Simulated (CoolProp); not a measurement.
Vapour-liquid equilibrium of carbon dioxide (1) + R22 (2) at 226.1 K; x and y are mole fractions of (1).

Computed with CoolProp (multi-fluid Helmholtz-energy mixture model, Span 1996 and Kamei 1995; pair parameters Bell 2016).

| x | bubble pressure, mixture model (kPa) | bubble pressure, Raoult's law (kPa) | y, mixture model | y, Raoult's law |
|---|---|---|---|---|
| 0.05 | 100.4 | 109.6 | 0.285 | 0.350 |
| 0.2 | 188.2 | 213.5 | 0.673 | 0.719 |
| 0.35 | 288.7 | 317.5 | 0.825 | 0.847 |
| 0.5 | 396.1 | 421.4 | 0.901 | 0.911 |
| 0.65 | 506.1 | 525.3 | 0.945 | 0.950 |
| 0.8 | 616.9 | 629.3 | 0.973 | 0.976 |
| 0.95 | 729.5 | 733.2 | 0.994 | 0.995 |

The largest gap from Raoult's law is -11.9 % in bubble pressure, at x = 0.2. No azeotrope shows between x = 0.05 and 0.95.

The pair parameters rest on a limited set of measurements; away from them the model extrapolates.
